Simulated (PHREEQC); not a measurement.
Consider water at 25 °C with 0.17 mol/kgw HNO3, 0.0132 mol/kgw ZnSO4 and 0.00062 mol/kgw KCl. Closed to the air; pH follows from the charge balance.

Equilibrium calculation in PHREEQC: ion-association model, phreeqc.dat.

This is a speciation only: nothing precipitates in the calculation.

### Question
Predict the pH, ionic strength, specific conductance.

### Answer
pH 0.90; ionic strength 0.200 mol/kgw; specific conductance 55100 µS/cm.

### Question
In which forms is Zn present?

### Answer
Zn+2 96 %, ZnSO4 4.0 % of the Zn.
